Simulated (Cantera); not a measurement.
Input: 1 mol c-C₄F₈, 0.026 mol CH₄, 3 mol H₂, at 1.10 Pa.

These are equilibrium values from Cantera (NASA tables, ideal gas, pure condensed phases), not measurements of a reactor. Candidate condensed phases: C, C₆H₆, C₇H₈, C₈H₁₈; 95 gas species. The feed counts by its element totals alone. The numbers say what is thermodynamically allowed, not how fast it happens.

Problem. At 2800 K, list the 4 most abundant gas species with their mole fractions, and the condensed phases.

Solution. F 0.438, H 0.326, C 0.130, HF 0.0559. Condensed: gas only.
